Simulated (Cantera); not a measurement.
Feed: 1 mol Si, 0.056 mol H2O, 6.3 mol N2, 0.51 mol O2, at 0.100 bar.

Method: chemical equilibrium by Gibbs-energy minimisation in Cantera with the NASA 1993 tables (ideal gas, pure condensed phases). Candidate condensed phases: H2O, Si, SiO2, Si2N2O, Si3N4; 35 gas species. Mutual solubility and eutectic melting of coexisting phases are not modelled. The tables hold silica as quartz up to 1696 K and as liquid above; real silica turns to tridymite and cristobalite and melts near 1996 K. Equilibrium is a limit: real reactors are often held back by kinetics, nucleation or transport. All values below are at 1773 K.

Base state: N2 0.968, SiO 0.0227, H2 0.00893, H 8.50e-5 (mole fractions); condensed: SiO2(condensed) + Si2N2O(s).

Question: What changes in the equilibrium state with this change: H2O from 0.056 to 9.1 mol?

Answer: 
| species | before | after |
|---|---|---|
| H2O | 5.04e-6 | 0.527 |
| N2 | 0.968 | 0.409 |
| H2 | 0.00893 | 0.0636 |
| SiO | 0.0227 | 1.55e-6 |
| OH | 2.98e-9 | 0.000117 |
| H | 8.50e-5 | 0.000227 |
| SiO2(condensed), mol | 0.337 | 1.000 |
| Si2N2O(s), mol | 0.261 | 0 |
Gases not in the tables: Si(OH)4.
